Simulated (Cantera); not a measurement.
Feed: 1 mol TiCl4, 9.9 mol H2, at 1275 K and 0.133 bar.

These are equilibrium values from Cantera (NASA tables, ideal gas, pure condensed phases), not measurements of a reactor. Candidate condensed phases: Ti, TiCl2, TiCl3, TiCl4; 10 gas species. The tables' values for TiCl2 are old estimates; treat these amounts as uncertain. The numbers say what is thermodynamically allowed, not how fast it happens.

Base state: H2 0.850, HCl 0.0615, TiCl3 0.0613, TiCl4 0.0275, TiCl2 8.89e-5 (mole fractions); condensed: gas only.

What changes in the equilibrium state with this change: temperature from 1275 K to 1100 K?


| species | before | after |
|---|---|---|
| H2 | 0.850 | 0.876 |
| TiCl4 | 0.0275 | 0.0560 |
| HCl | 0.0615 | 0.0342 |
| TiCl3 | 0.0613 | 0.0342 |
| TiCl2 | 8.89e-5 | 4.23e-6 |
